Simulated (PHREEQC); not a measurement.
**Hard or scaling water: speciation**

Solution (90 °C): 0.013 mol/kgw MgCl2, 0.00076 mol/kgw CO2 and 4.9e-07 mol/kgw H4SiO4. Closed to the air; pH follows from the charge balance.

Computed with PHREEQC (ion-association model, phreeqc.dat).

This is a speciation only: nothing precipitates in the calculation.

Problem. What pH, specific conductance does the model give?

Solution. pH 4.72; specific conductance 7820 µS/cm.

Problem. In which forms is C present?

Solution. CO2 97 %, HCO3- 2.6 % of the C.

At this temperature some constants are extrapolated from 25 °C, and those without enthalpy data are left unchanged.
